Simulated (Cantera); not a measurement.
Input: 1 mol MgF₂, 0.42 mol N₂, equilibrated at 0.000975 Torr.

Equilibrium computed with Cantera from the NASA thermochemical tables; the gas is ideal and each condensed phase is pure. Candidate condensed phases: Mg, MgF₂; 13 gas species. Rates play no part.

Problem. At 1325 °C, list the 5 most abundant gas species with their mole fractions, and the condensed phases.

Solution. MgF₂ 0.703, N₂ 0.296, F 0.000777, MgF 0.000707, Mg 3.52e-5. Condensed: gas only.
